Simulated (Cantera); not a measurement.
# N2O furnace oxynitridation

An isothermal, constant-pressure homogeneous reactor starts with 60.2 % N2O, 39.8 % N2, at 1248 K and 0.207 atm.

Computed with Cantera and GRI-Mech 3.0 (53 species, 325 reactions). GRI-Mech 3.0 was tuned for natural gas; its chemistry of N2O as a main component is partial and can be far from experiment. The mechanism lacks the step 2 NO + O2 → 2 NO2, which can matter for NO2 below about 1400 K. The temperature is held fixed by assumption; the heat of reaction is taken as removed at once.

| t (s) | x N2O | x NO | x O2 | x O | x NO2 | x N2 |
|---|---|---|---|---|---|---|
| 0.000100 | 0.602 | 1.46e-6 | 5.12e-6 | 3.40e-6 | 3.21e-12 | 0.398 |
| 0.000645 | 0.602 | 1.40e-5 | 4.90e-5 | 3.71e-6 | 2.92e-10 | 0.398 |
| 0.00416 | 0.601 | 9.53e-5 | 0.000333 | 3.71e-6 | 1.30e-8 | 0.398 |
| 0.0268 | 0.596 | 0.000616 | 0.00215 | 3.70e-6 | 4.38e-7 | 0.401 |
| 0.173 | 0.562 | 0.00383 | 0.0134 | 3.69e-6 | 6.77e-6 | 0.420 |
| 1.12 | 0.395 | 0.0197 | 0.0699 | 3.55e-6 | 4.19e-5 | 0.516 |
| 7.21 | 0.0638 | 0.0485 | 0.183 | 2.21e-6 | 0.000111 | 0.705 |
| 46.5 | 7.26e-5 | 0.0509 | 0.206 | 7.06e-8 | 0.000300 | 0.743 |
| 300 | 6.48e-7 | 0.0508 | 0.206 | 6.64e-8 | 0.000311 | 0.743 |
x: mole fraction; the columns are a selection and need not sum to one.

Equilibrium at this temperature and pressure: N2O 8.94e-9, NO 0.000290, O2 0.231, O 7.03e-8, NO2 1.88e-6, N2 0.768 (gas phase only).
